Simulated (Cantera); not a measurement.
An isothermal, constant-pressure homogeneous reactor starts with CH4 : H2 : CO2 = 0.028 : 1 : 0.02 (molar parts), at 2425 K and 218 Torr.

Cantera simulation using GRI-Mech 3.0 (53 species, 325 reactions); the numbers are that mechanism's predictions, not measurements.

x: mole fraction; the columns are a selection and need not sum to one.

```tsv
t (s)	x CH4	x H2	x CO2	x CH2	x CO
0.000200	0.00701	0.925	0.000658	8.40e-5	0.0186
0.000493	0.00221	0.925	5.98e-5	4.10e-5	0.0202
0.00121	?	0.925	5.63e-5	?	?
0.00299	0.000607	0.926	4.62e-5	1.71e-5	0.0266
0.00737	0.000355	0.927	2.65e-5	1.10e-5	0.0314
0.0182	0.000165	0.928	8.04e-6	5.51e-6	0.0347
0.0447	?	0.928	?	?	0.0358
0.110	2.97e-5	0.928	5.41e-9	1.03e-6	0.0359
0.271	2.95e-5	0.928	2.57e-9	1.02e-6	0.0359
0.669	2.95e-5	0.928	2.57e-9	1.02e-6	0.0359
1.65	2.95e-5	0.928	2.57e-9	1.02e-6	0.0359
4.06	2.95e-5	0.928	2.57e-9	1.02e-6	0.0359
10.0	2.95e-5	0.928	2.57e-9	1.02e-6	0.0359
```

### Question
Fill in the missing entries.

### Answer

- 0.00121, x CH4: 0.000919
- 0.00121, x CH2: 2.25e-5
- 0.00121, x CO: 0.0225
- 0.0447, x CH4: 5.75e-5
- 0.0447, x CO2: 7.13e-7
- 0.0447, x CH2: 1.98e-6
